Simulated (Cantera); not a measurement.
## Ignition delay

Mixture: CH4 : O2 : N2 = 1 : 1.25 : 4.7 (molar parts), at 2200000 Pa, adiabatic and at constant volume. Ignition delay is the time to a rise of 400 K.

Computed with Cantera and GRI-Mech 3.0 (53 species, 325 reactions). The pressure lies above the range GRI-Mech 3.0 was tuned for (to about 10 atm).

```tsv
T0 (K)	delay (ms)
1250	1.28
1300	0.740
1350	0.437
1400	0.264
1450	0.163
1500	0.102
1550	0.0650
1600	0.0420
1650	0.0275
```

```yaml
apparent activation energy between 1550 and 1650 K: 180 kJ/mol
```
